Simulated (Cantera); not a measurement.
Silicon oxide and oxynitride deposition: SiF4 + O3 + H2 + Cl2

Input: 1 mol SiF4, 0.35 mol O3, 26 mol H2, 0.44 mol Cl2, equilibrated at 10.0 mbar.

Method: chemical equilibrium by Gibbs-energy minimisation in Cantera with the NASA 1993 tables (ideal gas, pure condensed phases). Candidate condensed phases: H2O, Si, SiO2; 52 gas species. The tables' values for SiF3, SiF2 are old estimates; treat these amounts as uncertain. The tables hold silica as quartz up to 1696 K and as liquid above; real silica turns to tridymite and cristobalite and melts near 1996 K. Equilibrium is a limit: real reactors are often held back by kinetics, nucleation or transport.

```csv
T (K),x H2,x HF,x SiO,x HCl,x SiF4,n SiO2(β-quartz),n SiO2(condensed)
1300,0.877,0.0716,1.02e-7,0.0315,0.0179,0.500,0
1350,0.877,0.0722,7.75e-7,0.0315,0.0177,0.503,0
1400,0.877,0.0727,5.09e-6,0.0315,0.0174,0.506,0
1450,0.876,0.0733,2.92e-5,0.0315,0.0171,0.508,0
1500,0.876,0.0741,0.000146,0.0315,0.0166,0.509,0
1550,0.874,0.0758,0.000633,0.0314,0.0158,0.503,0
1600,0.869,0.0796,0.00228,0.0313,0.0141,0.479,0
1650,0.858,0.0878,0.00644,0.0311,0.0114,0.417,0
1700,0.841,0.101,0.0139,0.0307,0.00770,0,0.302
1750,0.819,0.117,0.0237,0.0303,0.00388,0,0.141
1800,0.801,0.127,0.0315,0.0299,0.00143,0,0
1850,0.797,0.131,0.0324,0.0298,0.000674,0,0
```
x: gas mole fraction; n: condensed amount in mol.

From 1300 K to 1650 K the condensed part is SiO2(β-quartz). From 1700 K to 1750 K the condensed part is SiO2(condensed). From 1800 K to 1850 K nothing is condensed. The main Si-bearing gas is SiF4 at 1300 K and SiO at 1850 K.
